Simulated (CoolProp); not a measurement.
The fluid at 423.89 K and 4.18 MPa expands adiabatically to 0.959 MPa with isentropic efficiency 0.7. The same conditions are run with several fluids, on thermodynamics alone (safety and materials aside).

The numbers come from the reference Helmholtz-energy equation of state of each fluid (oxygen: Schmidt 1985; dimethyl ether: Wu 2011; cyclopropane: Polt 1992; ethylene: Smukala 2000; R22: Kamei 1995) in CoolProp. The equations of Platzer and Polt are older, rougher fits.

Question: Rank oxygen, dimethyl ether, cyclopropane, ethylene, R22 by work (kJ/kg), highest first.

Answer: ethylene (108), oxygen (92.6), cyclopropane (65.2), dimethyl ether (58.0), R22 (32.0)

| fluid | final temperature (K) | final density (kg/m³) |
|---|---|---|
| oxygen | 321.9 | 11.5 |
| dimethyl ether | 359.7 | 16.4 |
| cyclopropane | 361.1 | 14.7 |
| ethylene | 352.5 | 9.48 |
| R22 | 353.6 | 30.7 |

Above 300 K oxygen's equation is extrapolated.
